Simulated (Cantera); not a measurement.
Feed: 1 mol B2O3, 0.69 mol N2, 1.1 mol NH3, at 1.00 bar.

Cantera equilibrium calculation (NASA polynomials, part measured and part estimated; ideal gas, pure solids and liquids). Candidate condensed phases: B, BN, B2O3, B3O3H3, H2O; 39 gas species. Mutual solubility and eutectic melting of coexisting phases are not modelled. Gases not in the tables: H3BO3. The numbers say what is thermodynamically allowed, not how fast it happens. All values below are at 1350 K.

Base state: H2 0.568, N2 0.428, H2O 0.00356, HBO2 0.000327, NH3 2.86e-5, HBO 1.01e-5 (mole fractions); condensed: BN(s) + B2O3(l).

Question: What changes in the equilibrium state with this change: pressure from 1.00 bar to 0.000760 bar?

Answer: 
| species | before | after |
|---|---|---|
| H2 | 0.568 | 0.567 |
| N2 | 0.428 | 0.427 |
| HBO2 | 0.000327 | 0.00358 |
| H2O | 0.00356 | 0.000324 |
| B2O2 | 2.11e-9 | 3.04e-5 |
| NH3 | 2.86e-5 | 2.17e-8 |
| B2O3 | 7.03e-7 | 0.000925 |
| HBO | 1.01e-5 | 0.00121 |
| H | 1.80e-6 | 6.51e-5 |
| BN(s), mol | 0.00717 | 0.00285 |
| B2O3(l), mol | 0.996 | 0.989 |
